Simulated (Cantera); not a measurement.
Equilibrium for metals in furnace atmospheres: Pb + CO₂ + N₂

Charge: 1 mol Pb, 13 mol CO₂, 3.1 mol N₂, held at 0.00133 bar.

Cantera equilibrium calculation (NASA polynomials, part measured and part estimated; ideal gas, pure solids and liquids). Candidate condensed phases: C, Pb, PbO, PbO₂, Pb₃O₄; 27 gas species. Kinetics and transport are ignored.

```tsv
T (°C)	x CO₂	x N₂	x CO	x Pb	x O₂
825	0.760	0.181	0.000675	0.0578	1.52e-9
925	0.759	0.181	0.00137	0.0571	6.39e-8
1025	0.758	0.181	0.00247	0.0560	1.52e-6
1125	0.756	0.181	0.00409	0.0544	2.30e-5
1225	0.754	0.181	0.00645	0.0525	0.000231
1325	0.749	0.181	0.0105	0.0508	0.00143
1425	0.737	0.180	0.0188	0.0500	0.00519
1525	0.715	0.179	0.0346	0.0499	0.0130
1625	0.677	0.176	0.0617	0.0498	0.0262
1725	0.619	0.171	0.103	0.0494	0.0457
```
x: gas mole fraction; nothing condenses.

From 825 °C to 1725 °C nothing is condensed. The main Pb-bearing gas is Pb throughout.
